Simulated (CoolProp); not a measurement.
A Linde-Hampson liquefier for oxygen: isothermal reversible compression at 250 K from 1 atm to 5 MPa, throttling to 1 atm, return gas leaving the recuperator 5 K below the feed. Each further row changes one setting.

Computed with CoolProp (reference Helmholtz-energy equation of state, Schmidt 1985).

| case | liquid yield per pass | compression work (kJ/kg of gas) |
|---|---|---|
| as stated | (withheld) | 249 |
| high pressure 10 MPa | (withheld) | (withheld) |
| warm-end temperature 280 K | 0.024 | 281 |
| warm-end gap 10 K | 0.023 | 249 |

Fill in the missing entries.


- as stated, liquid yield per pass: 0.035
- high pressure 10 MPa, liquid yield per pass: 0.084
- high pressure 10 MPa, compression work (kJ/kg of gas): 290
